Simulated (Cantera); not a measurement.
Charge: 1 mol SiC, 0.0022 mol O₂, 6.8 mol N₂, held at 1473.15 K and 0.310 Pa.

Equilibrium computed with Cantera from the NASA thermochemical tables; the gas is ideal and each condensed phase is pure. Candidate condensed phases: C, Si, SiC, SiO₂, Si₂N₂O, Si₃N₄; 34 gas species. Equilibrium is a limit: real reactors are often held back by kinetics, nucleation or transport.

Base state: N₂ 0.999, CO 0.000424, SiO 0.000222, Si 0.000201 (mole fractions); condensed: SiC(s).

Question: What changes in the equilibrium state with this change: temperature from 1473.15 K to 2048 K?

Answer: 
```tsv
species	before	after
N₂	0.999	0.871
Si	0.000201	0.121
SiC₂	<1e-9	0.00624
CN	1.58e-9	0.000552
C₃	<1e-9	2.83e-5
C	<1e-9	2.70e-5
SiC(s), mol	0.997	0
C(graphite), mol	0	0.890
```
The tables' values for SiN are old estimates; treat these amounts as uncertain.
